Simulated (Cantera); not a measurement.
**Transport properties of process gases**

Gas mixture: H₂O : N₂O = 0.071 : 0.46 (molar parts), at 110 Pa, frozen composition.

Cantera's kinetic-theory transport with the Lennard-Jones parameters of GRI-Mech 3.0, ideal gas; thermal conductivity in the multicomponent form. Polar gases are described roughly by these parameters. The composition is frozen, though it would react at the higher temperatures.

```
T (K)  ρ (kg/m³)  cp (J/kg/K)  μ (µPa s)  λ (mW/m/K)     Pr  D (cm²/s) NH₃  D (cm²/s) CH₄  D (cm²/s) N₂
-----  ---------  -----------  ---------  ----------  -----  -------------  -------------  ------------
400      0.00134         1026       19.0        27.2  0.719            267            278           254
550     0.000975         1128       25.1        39.4  0.718            494            494           447
700     0.000766         1206       30.5        51.2  0.717            777            755           679
850     0.000631         1268       35.4        62.7  0.716           1110           1060           947
1000    0.000536         1316       39.9        73.6  0.714           1490           1390          1250
1150    0.000466         1351       44.2        83.8  0.713           1900           1770          1580
```
D: mixture-averaged diffusion coefficient of that species in the mixture.
